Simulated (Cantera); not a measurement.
Gas mixture: 64.4 % CO2, 35.6 % O2, at 0.0267 bar, frozen composition.

Cantera's kinetic-theory transport with the Lennard-Jones parameters of GRI-Mech 3.0, ideal gas; thermal conductivity in the mixture-averaged form.

One state of this run: ρ (kg/m³) = 0.0150; cp (J/kg/K) = 1152; μ (µPa s) = 38.4; λ (mW/m/K) = 61.0; Pr = 0.725; D (cm²/s) H2O = 50.4; D (cm²/s) C2H2 = 33.7; D (cm²/s) O = 63.9. D: mixture-averaged diffusion coefficient of that species in the mixture.

Q: Which value of T (K) does it belong to?
A) 1300
B) 400
C) 850
D) 1450

A: C, 850
